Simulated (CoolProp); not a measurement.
The fluid at 298.15 K and 1.39 MPa is throttled through a valve to 0.503 MPa with no heat exchange. The same conditions are run with several fluids, on thermodynamics alone (safety and materials aside).

The numbers come from the reference Helmholtz-energy equation of state of each fluid (nitrous oxide: Lemmon 2006; ethane: Bücker 2006; carbon monoxide: Lemmon 2006; hydrogen chloride: Thol 2018; CF4 (R14): Platzer 1990) in CoolProp. The equations of Platzer and Polt are older, rougher fits.

Question: Rank nitrous oxide, ethane, carbon monoxide, hydrogen chloride, CF4 (R14) by temperature change (K), highest first.

Answer: carbon monoxide (-2.2), CF4 (R14) (-5.0), nitrous oxide (-10.3), ethane (-10.8), hydrogen chloride (-14.5)

```csv
fluid,final density (kg/m³)
nitrous oxide,9.54
ethane,6.62
carbon monoxide,5.74
hydrogen chloride,8.06
CF4 (R14),18.5
```
